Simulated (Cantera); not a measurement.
Standard-state values (1 bar) from the NASA 1993 polynomials, evaluated with Cantera. Values are per mole of reaction as written; species without (g) are pure solids or liquids, kept so even where they would boil at 1 bar.

2 NbO2 + 2 NH3(g) = N2O(g) + 2 Nb + 3 H2O(g)

```
T (K)  ΔH° (kJ)  ΔS° (J/K)  ΔG° (kJ)  log10 K  condensed phases
-----  --------  ---------  --------  -------  ----------------
2448      772.7      211.9     253.9    -5.42    NbO2(l), Nb(s)
2548        [?]        [?]       [?]      [?]    NbO2(l), Nb(s)
2648      765.8      209.2     211.8    -4.18    NbO2(l), Nb(s)
2748        [?]        [?]       [?]      [?]    NbO2(l), Nb(s)
2848      812.2      226.1     168.3    -3.09    NbO2(l), Nb(l)
2948      807.6      224.5     145.7    -2.58    NbO2(l), Nb(l)
```

### Question
What belongs in the gaps?

### Answer

- 2548, ΔH° (kJ): 769.1
- 2548, ΔS° (J/K): 210.5
- 2548, ΔG° (kJ): 232.8
- 2548, log10 K: -4.77
- 2748, ΔH° (kJ): 762.9
- 2748, ΔS° (J/K): 208.1
- 2748, ΔG° (kJ): 190.9
- 2748, log10 K: -3.63
